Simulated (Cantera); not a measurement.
An isothermal, constant-pressure homogeneous reactor starts with 29.1 % H2, 70.9 % O2, equivalence ratio 0.20, at 975 K and 2.70 Torr.

Model: the H2/O2 subset of GRI-Mech 3.0, which has no nitrogen chemistry, integrated in Cantera. Radical loss at walls, strong at low pressure, is not modelled. The temperature is held fixed by assumption; the heat of reaction is taken as removed at once.

One state of this run: x H2 = 0.000228; x O2 = 0.659; x H2O = 0.339; x H = 0.000146; x H2O2 = 1.66e-7; x OH = 0.000540. x: mole fraction; the columns are a selection and need not sum to one.

Problem. Which value of t (s) does it belong to?
(A) 1.43
(B) 20.0
(C) 0.382
(D) 0.102

Solution. C, 0.382
